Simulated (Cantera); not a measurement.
Ignition delay

Mixture: CO : H2 : O2 : N2 = 1 : 0.78 : 1.35 : 9.3 (molar parts), equivalence ratio 0.66, at 10.0 bar, adiabatic and at constant volume. Ignition delay is the time to a rise of 400 K.

Cantera simulation using GRI-Mech 3.0 (53 species, 325 reactions); the numbers are that mechanism's predictions, not measurements. The hydrogen kinetics of GRI-Mech 3.0 are dated; newer H2 mechanisms differ, most at raised pressure. Below about 950 K walls govern HO2 and H2O2 in real vessels.

| T0 (K) | delay (ms) |
|---|---|
| 925 | 53.8 |
| 975 | 14.4 |
| 1025 | 4.15 |
| 1075 | 1.24 |
| 1125 | 0.361 |
| 1175 | 0.0948 |
| 1225 | 0.0278 |

```json
{
  "apparent activation energy between 1125 and 1225 K": "290 kJ/mol"
}
```
